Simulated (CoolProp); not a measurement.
n-perfluorohexane along the isobar 13.4 bar: Z from the reference equation and from simpler models built on Tc = 174.9 °C, pc = 17.42 bar, ω = 0.497; each cubic takes its own stable root.

Model: reference Helmholtz-energy equation of state, Gao 2022, in CoolProp.

| T (°C) | phase | reference |
|---|---|---|
| 63.85 | liquid | 0.1033 |
| 71.35 | liquid | 0.1026 |
| 78.85 | liquid | 0.1021 |
| 86.45 | liquid | 0.1017 |
| 93.95 | liquid | 0.1015 |
| 101.45 | liquid | 0.1015 |
| 109.05 | liquid | 0.1016 |
| 116.55 | liquid | 0.1021 |
| 124.05 | liquid | 0.1028 |
| 131.65 | liquid | 0.1039 |
| 139.15 | liquid | 0.1057 |
| 146.75 | liquid | 0.1083 |
| 154.25 | liquid | 0.1125 |
| 169.35 | gas | 0.6017 |
| 176.85 | gas | 0.6466 |

Problem. How far does each simpler model (van der Waals, Redlich-Kwong, Soave-Redlich-Kwong) lie from the reference over these 15 states: mean and median of the absolute difference, and the worst?

Solution. 
- van der Waals: mean 95.0 %, median 78.1 %, worst +449.0 % at 154.25 °C and 13.4 bar
- Redlich-Kwong: mean 27.4 %, median 28.2 %, worst +44.4 % at 154.25 °C and 13.4 bar
- Soave-Redlich-Kwong: mean 18.0 %, median 17.8 %, worst +30.0 % at 154.25 °C and 13.4 bar

At some of these states van der Waals gives the other phase, because its saturation line lies elsewhere.
